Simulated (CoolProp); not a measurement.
Vapour-liquid equilibrium of ethane (1) + propane (2) at 201.7 K; x and y are mole fractions of (1).

Computed with CoolProp (multi-fluid Helmholtz-energy mixture model, Bücker 2006 and Lemmon 2009; pair parameters Kunz 2012).

Task: Give the bubble pressure and the first vapour's composition at x = 0.55, 0.85, 0.95. Is there an azeotrope?

Result: x = 0.55: 133.2 kPa, y = 0.920; x = 0.85: 200.1 kPa, y = 0.982; x = 0.95: 223.0 kPa, y = 0.995. No azeotrope shows between x = 0.05 and 0.95.

Pair parameters are fitted to limited data, so mixtures are less certain than the pure fluids.
